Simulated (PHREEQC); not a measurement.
Dissolve 3.1 mmol/kgw H2SO4 and 0.057 mmol/kgw FeSO4 at 80 °C. Closed to the air; pH follows from the charge balance.

All values are PHREEQC results (ion-association model, phreeqc.dat), not measurements.

| quantity | before | after |
|---|---|---|
| pH | 2.39 | 6.25 |
| ionic strength (mol/kgw) | 0.00598 | 0.0100 |
| HSO4- (mol/kgw) | 0.00175 | 4.02e-7 |
| SO4-2 (mol/kgw) | 0.00140 | 0.00251 |

Task: Which change was made?
(A) FeSO4 replaced by Al2(SO4)3 at the same molality
(B) diluted 10-fold with water
(C) H2SO4 replaced by CaSO4 at the same molality
(D) FeSO4 from 5.7e-05 to 6.27e-05 mol/kgw
(E) 0.0045 mol/kgw KHSO4 added

Result: C, H2SO4 replaced by CaSO4 at the same molality

Precipitation was switched off in this run. Constants without temperature data keep their 25 °C values here.
